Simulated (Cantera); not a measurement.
Mixture: 7.20 % CH4, 4.03 % H2, 18.6 % O2, 70.1 % N2, equivalence ratio 0.88, at 11.0 bar, adiabatic and at constant volume. Ignition delay is the time to a rise of 400 K.

Detailed kinetics in Cantera: GRI-Mech 3.0 (53 species, 325 reactions).

Task: Predict: delay at 1100 K; delay at 1175 K; delay at 1250 K; delay at 1325 K; delay at 1400 K; delay at 1475 K; apparent activation energy between 1325 and 1475 K.

Result: 
- delay at 1100 K: 1.41 ms
- delay at 1175 K: 0.403 ms
- delay at 1250 K: 0.170 ms
- delay at 1325 K: 90.2 µs
- delay at 1400 K: 53.0 µs
- delay at 1475 K: 32.7 µs
- apparent activation energy between 1325 and 1475 K: 110 kJ/mol
